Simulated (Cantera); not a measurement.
Feed: 1 mol C₃H₆, 0.068 mol CO₂, 0.037 mol O₂, held at 2925 K and 43.0 bar.

Cantera equilibrium calculation (NASA polynomials, part measured and part estimated; ideal gas, pure solids and liquids). The ideal-gas law is rough above about 30 bar. Rates play no part.

```json
[
 {"species": "H₂", "before": "0.869", "after": "0.891"},
 {"species": "CO", "before": "0.0650", "after": "0.0653"},
 {"species": "C₂H₂ (acetylene)", "before": "0.0432", "after": "0.0273"},
 {"species": "H", "before": "0.0177", "after": "0.0108"},
 {"species": "C₆H₂", "before": "1.97e-5", "after": "4.70e-6"},
 {"species": "C₂H", "before": "0.000136", "after": "4.00e-5"},
 {"species": "C₄H₂", "before": "0.000896", "after": "0.000349"},
 {"species": "C₂H₂ (vinylidene)", "before": "0.000114", "after": "4.91e-5"},
 {"species": "CH₂", "before": "4.24e-5", "after": "1.89e-5"},
 {"species": "C₃H₃ (propargyl)", "before": "0.000109", "after": "5.44e-5"},
 {"species": "C(graphite), mol", "before": "2.55", "after": "2.66"}
]
```
Gas species are given as mole fractions.

Name the change that produced these shifts.
A. temperature from 2925 K to 1100 K
B. temperature from 2925 K to 2775 K
C. CO₂ from 0.068 to 0.4 mol
D. pressure from 43.0 bar to 0.000120 bar

B, temperature from 2925 K to 2775 K
